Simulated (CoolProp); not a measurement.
Properties of R1336mzz(Z) along the isotherm 347.7 K.

Computed with CoolProp (reference Helmholtz-energy equation of state, McLinden 2020).

```csv
p (kPa),phase,cp (kJ/(kg K)),cv (kJ/(kg K)),isothermal compressibility (1/MPa),fugacity coefficient
96.8,gas,0.9508,0.8910,10.66,0.9708
194,gas,0.9727,0.9013,5.518,0.9416
290,gas,0.9991,0.9126,3.854,0.9127
387,liquid,1.332,0.9765,0.005436,0.8528
484,liquid,1.331,0.9765,0.005403,0.6850
581,liquid,1.330,0.9764,0.005370,0.5732
678,liquid,1.329,0.9764,0.005338,0.4934
774,liquid,1.328,0.9763,0.005307,0.4341
871,liquid,1.328,0.9763,0.005275,0.3875
968,liquid,1.327,0.9762,0.005244,0.3502
1060,liquid,1.326,0.9762,0.005216,0.3212
1160,liquid,1.325,0.9761,0.005185,0.2949
1260,liquid,1.325,0.9761,0.005154,0.2727
1360,liquid,1.324,0.9761,0.005124,0.2538
1450,liquid,1.323,0.9760,0.005097,0.2391
```
